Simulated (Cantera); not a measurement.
# Hydrocarbon pyrolysis for carbon deposition

A perfectly stirred reactor is fed with 9.62 % C₃H₈, 90.4 % H₂, at 8.25 Torr; it is held at 1350 K, and followed from long to short residence time.

Model: GRI-Mech 3.0 (53 species, 325 reactions), integrated in Cantera. GRI-Mech 3.0 was tuned for natural gas; its chemistry of propane as a main component is partial and can be far from experiment. GRI-Mech 3.0 stops at C3 and has no aromatics, soot or wall deposition, so with more carbon than oxygen in the feed, carbon stays in small species such as C2H2 where larger ones or solid carbon would form. Radical loss at walls, strong at low pressure, is not modelled.

| τ (s) | x C₃H₈ | x H₂ | x H | x CH₄ | x C₂H | x CH₃ |
|---|---|---|---|---|---|---|
| 0.61 | 0.000618 | 0.837 | 0.000205 | 0.0797 | 1.06e-8 | 0.000410 |
| 0.26 | 0.00124 | 0.834 | 0.000247 | 0.0824 | 1.08e-8 | 0.000539 |
| 0.11 | 0.00247 | 0.832 | 0.000297 | 0.0836 | 9.89e-9 | 0.000723 |
| 0.049 | 0.00471 | 0.832 | 0.000351 | 0.0827 | 8.12e-9 | 0.000985 |
| 0.021 | 0.00918 | 0.833 | 0.000408 | 0.0789 | 5.59e-9 | 0.00142 |
| 0.0093 | 0.0175 | 0.839 | 0.000441 | 0.0706 | 3.00e-9 | 0.00204 |
| 0.0040 | 0.0341 | 0.853 | 0.000415 | 0.0541 | 9.66e-10 | 0.00281 |
| 0.0018 | 0.0582 | 0.872 | 0.000325 | 0.0316 | 1.62e-10 | 0.00313 |
x: mole fraction; the columns are a selection and need not sum to one.
